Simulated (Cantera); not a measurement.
## Boron, boron nitride and boron oxide: borazine + O2 + H2

Feed: 1 mol borazine, 6.8 mol O2, 1.8 mol H2, equilibrated at 1950 K and 1500 Pa.

Cantera equilibrium calculation (NASA polynomials, part measured and part estimated; ideal gas, pure solids and liquids). Candidate condensed phases: B, BN, B2O3, B3O3H3, H2O; 39 gas species. The feed counts by its element totals alone. Kinetics and transport are ignored.

```yaml
x(H2O): 0.346
x(HBO2): 0.256
x(O2): 0.209
x(N2): 0.148
x(B2O3): 0.0182
x(OH): 0.00846
x(BO2): 0.00756
x(NO): 0.00288
x(O): 0.00169
gas_amount: 10.01 mol
log10 activity of B(s) (absent): -10.06
log10 activity of B3O3H3(s) (absent): -25.23
```
